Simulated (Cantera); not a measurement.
## Equilibrium for roasting and sulfation: FeS + O2 + N2

Feed: 1 mol FeS, 3.2 mol O2, 3.2 mol N2, at 4.50 bar.

Method: chemical equilibrium by Gibbs-energy minimisation in Cantera with the NASA 1993 tables (ideal gas, pure condensed phases). Candidate condensed phases: Fe, FeO, FeS, FeSO4, FeS2, Fe2O3, Fe2(SO4)3, Fe3O4, S; 19 gas species. Kinetics and transport are ignored.

```
T (°C)  log p N2  log p O2  log p SO2  log p SO3  log p NO  n Fe2O3(s)  n Fe3O4(s)
------  --------  --------  ---------  ---------  --------  ----------  ----------
925         0.41      0.04      -0.20      -0.76     -3.10       0.500           0
975         0.41      0.04      -0.17      -0.90     -2.94       0.500           0
1025        0.41      0.05      -0.15      -1.03     -2.79       0.500           0
1075        0.41      0.05      -0.13      -1.16     -2.65       0.500           0
1125        0.41      0.05      -0.13      -1.28     -2.52       0.500           0
1175        0.41      0.06      -0.12      -1.40     -2.40       0.500           0
1225        0.41      0.06      -0.11      -1.51     -2.29       0.500           0
1275        0.41      0.06      -0.11      -1.61     -2.19       0.500           0
1325        0.41      0.06      -0.11      -1.71     -2.09       0.500           0
1375        0.41      0.06      -0.11      -1.80     -2.00       0.500           0
1425        0.41      0.06      -0.11      -1.89     -1.92       0.500           0
1475        0.41      0.06      -0.10      -1.97     -1.84       0.500           0
1525        0.40      0.08      -0.11      -2.05     -1.76           0       0.333
1575        0.40      0.08      -0.11      -2.12     -1.68           0       0.333
```
log p: log10 of the partial pressure in bar; n: condensed amount in mol.

From 925 °C to 1475 °C the condensed part is Fe2O3(s). From 1525 °C to 1575 °C the condensed part is Fe3O4(s).
